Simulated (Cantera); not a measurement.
Feed: 1 mol SO2, 0.017 mol O2, at 4.00 bar.

Cantera equilibrium calculation (NASA polynomials, part measured and part estimated; ideal gas, pure solids and liquids). Candidate condensed phases: S; 10 gas species. Equilibrium is a limit: real reactors are often held back by kinetics, nucleation or transport.

Task: At 2950 K, list the 5 most abundant gas species with their mole fractions, and the condensed phases.

Result: SO2 0.839, SO 0.0891, O2 0.0574, O 0.0114, S 0.00201. Condensed: gas only.
